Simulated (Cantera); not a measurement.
Charge: 1 mol PbO, 0.38 mol CO, 15 mol H2, at 3.50 mbar.

Method: chemical equilibrium by Gibbs-energy minimisation in Cantera with the NASA 1993 tables (ideal gas, pure condensed phases). Candidate condensed phases: C, C6H6, C7H8, C8H18, H2O, Pb, PbO, PbO2, Pb3O4; 113 gas species. Rates play no part.

**Question.** Which condensed phases are stable at each of these points (T (K)): 1048, 1098, 1148, 1198, 1248, 1298, 1348, 1398, 1448, 1498?

**Answer.** 
```json
[
 {"T (K)": "1048", "condensed phases": "Pb(l)", "Pb condensed (%)": "80.1"},
 {"T (K)": "1098", "condensed phases": "Pb(l)", "Pb condensed (%)": "46.9"},
 {"T (K)": "1148", "condensed phases": "gas only", "Pb condensed (%)": "0.0"},
 {"T (K)": "1198", "condensed phases": "gas only", "Pb condensed (%)": "0.0"},
 {"T (K)": "1248", "condensed phases": "gas only", "Pb condensed (%)": "0.0"},
 {"T (K)": "1298", "condensed phases": "gas only", "Pb condensed (%)": "0.0"},
 {"T (K)": "1348", "condensed phases": "gas only", "Pb condensed (%)": "0.0"},
 {"T (K)": "1398", "condensed phases": "gas only", "Pb condensed (%)": "0.0"},
 {"T (K)": "1448", "condensed phases": "gas only", "Pb condensed (%)": "0.0"},
 {"T (K)": "1498", "condensed phases": "gas only", "Pb condensed (%)": "0.0"}
]
```

From 1048 K to 1098 K the condensed part is Pb(l). From 1148 K to 1498 K nothing is condensed.
